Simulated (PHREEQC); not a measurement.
Make-up at 25 °C: 28 mmol/kgw HF, 5.9 mmol/kgw NH4HF2 and 11 mmol/kgw (NH4)2SiF6. Closed to the air; pH follows from the charge balance.

The numbers come from PHREEQC with the ion-association model, phreeqc.dat.

No solid was allowed to form.

Question: Order these F species by the share of F that they hold, largest first: SiF6-2, F-, HF, HF2-.

Answer: SiF6-2 (62 %), HF (28 %), F- (7.9 %), HF2- (1.8 %)

The pH is 2.54 and the ionic strength 0.0423 mol/kgw. Species that the database lacks are ignored. SiF6-2 is the database's only silicon fluoride.
